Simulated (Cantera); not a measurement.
Mixture: CO : H2 : O2 : N2 = 1 : 0.12 : 0.311 : 1.17 (molar parts), equivalence ratio 1.8, at 0.860 bar, adiabatic and at constant pressure. Ignition delay is the time to a rise of 400 K.

Model: GRI-Mech 3.0 (53 species, 325 reactions), integrated in Cantera. Where the delays flatten at high temperature, the 400 K rule measures the pace of heat release, not the induction time.

What does this change do: CO 1 to 1.7 parts?


```json
[
 {"quantity": "delay at 1275 K", "before": "91.2 µs", "after": "0.110 ms"},
 {"quantity": "delay at 1475 K", "before": "64.5 µs", "after": "77.7 µs"},
 {"quantity": "delay at 1675 K", "before": "65.0 µs", "after": "77.2 µs"},
 {"quantity": "delay at 1875 K", "before": "76.5 µs", "after": "88.0 µs"}
]
```
